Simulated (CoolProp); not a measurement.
Vapour-liquid equilibrium of dimethyl ether (1) + n-hexane (2) at 336 K; x and y are mole fractions of (1).

Model: multi-fluid Helmholtz-energy mixture model, Wu 2011 and Thol 2019; pair parameters Bell 2016, in CoolProp.

| x | bubble pressure (MPa) | y at the bubble point | dew pressure at overall composition x (MPa) | liquid density (mol/L) |
|---|---|---|---|---|
| 0.05 | 0.1668 | 0.504 | 0.08835 | 7.362 |
| 0.15 | 0.3314 | 0.762 | 0.09865 | 7.737 |
| 0.25 | 0.4887 | 0.847 | 0.1116 | 8.143 |
| 0.35 | ___ | ___ | ___ | 8.583 |
| 0.45 | 0.7728 | 0.917 | 0.1509 | 9.064 |
| 0.55 | 0.9027 | 0.936 | 0.1830 | ___ |
| 0.65 | 1.030 | 0.951 | 0.2323 | ___ |
| 0.75 | 1.161 | ___ | 0.3171 | ___ |
| 0.85 | 1.302 | 0.978 | 0.4962 | ___ |
| 0.95 | 1.458 | 0.992 | 1.022 | 12.41 |

Problem. Complete the blanks.

Solution. 
- 0.35, bubble pressure (MPa): 0.6357
- 0.35, y at the bubble point: 0.890
- 0.35, dew pressure at overall composition x (MPa): 0.1284
- 0.55, liquid density (mol/L): 9.593
- 0.65, liquid density (mol/L): 10.18
- 0.75, y at the bubble point: 0.965
- 0.75, liquid density (mol/L): 10.83
- 0.85, liquid density (mol/L): 11.57

No azeotrope shows between x = 0.05 and 0.95.

The pair parameters rest on a limited set of measurements; away from them the model extrapolates. The gap from Raoult's law changes sign with composition, which may be real or a fault of the pair parameters; it wasn't checked against measurements.
